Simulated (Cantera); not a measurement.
What does this Cantera script print?

```python
import numpy as np
import cantera as ct

gas = ct.Solution("h2o2.yaml")
gas.TPX = 1250, 1000, {'H2': 0.014, 'O2': 1}
reactor = ct.IdealGasConstPressureReactor(gas, energy="off", clone=False)
net = ct.ReactorNet([reactor])
net.rtol, net.atol = 1e-08, 1e-18
show = ['H2', 'O2', 'O', 'H', 'HO2', 'H2O2', 'OH']
times = np.geomspace(9e-05, 10, 13)

steps = ct.SolutionArray(gas, extra=["t"])
rows = []
print(f"{'t/s':>10s}{'T/K':>9s}{'P/Pa':>11s}" + "".join(f"{s:>11s}" for s in show))
for t in times:
    while net.time < t:
        t_next = net.step()
        steps.append(gas.state, t=t_next)
    rows.append([np.interp(t, steps.t, y) for y in (steps.T, steps.P, *steps(*show).X.T)])
    print(f"{t:10.3e}{rows[-1][0]:9.1f}{rows[-1][1]:11.4g}" + "".join(f"{x:11.3e}" for x in rows[-1][2:]))
rate = np.gradient(steps.T, steps.t)
print("integrator steps:", len(steps.t))
if steps.T.max() > steps.T[0] + 200:
    print(f"time of steepest temperature rise: {steps.t[rate.argmax()]:.4e} s")
gas.TPX = 1250, 1000, {'H2': 0.014, 'O2': 1}
gas.equilibrate("TP")
print(f"equilibrium (TP): T = {gas.T:.1f} K  " + "  ".join(f"{s} {gas[s].X[0]:.3e}" for s in show))
```

Result:

```
       t/s      T/K       P/Pa         H2         O2          O          H        HO2       H2O2         OH
 9.000e-05   1250.0       1000  1.381e-02  9.862e-01  1.209e-09  1.017e-09  2.094e-09  1.200e-13  1.152e-09
 2.370e-04   1250.0       1000  1.381e-02  9.862e-01  5.295e-09  1.764e-09  5.515e-09  8.280e-13  4.685e-09
 6.240e-04   1250.0       1000  1.381e-02  9.862e-01  2.676e-08  4.933e-09  1.454e-08  5.669e-12  2.113e-08
 1.643e-03   1250.0       1000  1.381e-02  9.862e-01  3.448e-07  5.013e-08  3.871e-08  3.816e-11  2.533e-07
 4.327e-03   1250.0       1000  1.361e-02  9.860e-01  1.219e-04  1.745e-05  2.744e-07  4.360e-10  8.814e-05
 1.139e-02   1250.0       1000  1.237e-04  9.736e-01  1.146e-02  7.895e-04  8.034e-07  2.141e-08  1.384e-03
 3.000e-02   1250.0       1000  7.313e-05  9.743e-01  1.094e-02  6.549e-04  7.259e-07  1.736e-08  1.209e-03
 7.900e-02   1250.0       1000  6.275e-05  9.760e-01  9.310e-03  5.157e-04  6.784e-07  1.707e-08  1.120e-03
 2.080e-01   1250.0       1000  4.366e-05  9.791e-01  6.383e-03  2.944e-04  5.738e-07  1.617e-08  9.360e-04
 5.477e-01   1250.0       1000  2.071e-05  9.828e-01  2.978e-03  9.446e-05  3.948e-07  1.369e-08  6.461e-04
 1.442e+00   1250.0       1000  6.148e-06  9.850e-01  8.744e-04  1.511e-05  1.975e-07  9.049e-09  3.529e-04
 3.798e+00   1250.0       1000  1.320e-06  9.858e-01  1.869e-04  1.499e-06  7.078e-08  4.210e-09  1.639e-04
 1.000e+01   1250.0       1000  2.625e-07  9.860e-01  3.717e-05  1.332e-07  2.102e-08  1.444e-09  7.325e-05
integrator steps: 1422
equilibrium (TP): T = 1250.0 K  H2 4.860e-09  O2 9.861e-01  O 6.918e-07  H 3.392e-10  HO2 8.601e-09  H2O2 5.084e-11  OH 1.001e-05
```

Computed with Cantera and the H2/O2 subset of GRI-Mech 3.0, which has no nitrogen chemistry. Radical loss at walls, strong at low pressure, is not modelled.
